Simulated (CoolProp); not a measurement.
A closed Brayton cycle with dry air: compressor inlet 315.15 K and 0.34 MPa, high pressure 1.05 MPa, turbine inlet 955 K, compressor efficiency 0.8, turbine efficiency 0.9, recuperator effectiveness 0 (on enthalpy, no pinch check). Each further row changes one setting.

Values from CoolProp's reference Helmholtz-energy equation of state, Lemmon 2000. It is a pseudo-pure fit of the blend.

```json
[
 {"case": "as stated", "thermal efficiency (%)": "…", "net work (kJ/kg)": "91.4", "compressor to turbine work": "0.62", "compressor exit (K)": "463.8", "turbine exit (K)": "737.2"},
 {"case": "turbine inlet 905 K", "thermal efficiency (%)": "…", "net work (kJ/kg)": "…", "compressor to turbine work": "0.66", "compressor exit (K)": "463.8", "turbine exit (K)": "696.9"},
 {"case": "compressor inlet 325.15 K", "thermal efficiency (%)": "16.8", "net work (kJ/kg)": "86.6", "compressor to turbine work": "0.64", "compressor exit (K)": "…", "turbine exit (K)": "737.2"},
 {"case": "high pressure 0.892 MPa", "thermal efficiency (%)": "…", "net work (kJ/kg)": "…", "compressor to turbine work": "0.59", "compressor exit (K)": "…", "turbine exit (K)": "765.4"},
 {"case": "recuperator effectiveness 0.5", "thermal efficiency (%)": "23.7", "net work (kJ/kg)": "91.4", "compressor to turbine work": "0.62", "compressor exit (K)": "463.8", "turbine exit (K)": "737.2"}
]
```

Task: Some entries are withheld; supply them.

Result: 
- as stated, thermal efficiency (%): 17.2
- turbine inlet 905 K, thermal efficiency (%): 16.6
- turbine inlet 905 K, net work (kJ/kg): 78.5
- compressor inlet 325.15 K, compressor exit (K): 478.3
- high pressure 0.892 MPa, thermal efficiency (%): 15.4
- high pressure 0.892 MPa, net work (kJ/kg): 85.5
- high pressure 0.892 MPa, compressor exit (K): 439.4
